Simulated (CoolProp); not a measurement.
Vapour-liquid equilibrium of R134a (1) + R227EA (2) at 277.1 K; x and y are mole fractions of (1).

Computed with CoolProp (multi-fluid Helmholtz-energy mixture model, Tillner-Roth 1994 and Lemmon 2016; pair parameters Bell 2016).

```csv
x,bubble pressure (kPa),y at the bubble point,dew pressure at overall composition x (kPa),liquid density (mol/L)
0.05,233.5,0.078,230.8,8.792
0.2,255.1,0.280,246.3,9.235
0.35,274.6,0.447,263.2,9.722
0.5,292.1,0.590,281.0,10.26
0.65,307.7,0.719,299.3,10.86
0.8,321.4,0.840,317.0,11.53
0.95,333.5,0.960,332.6,12.29
```

No azeotrope shows between x = 0.05 and 0.95.

The pair parameters rest on a limited set of measurements; away from them the model extrapolates.
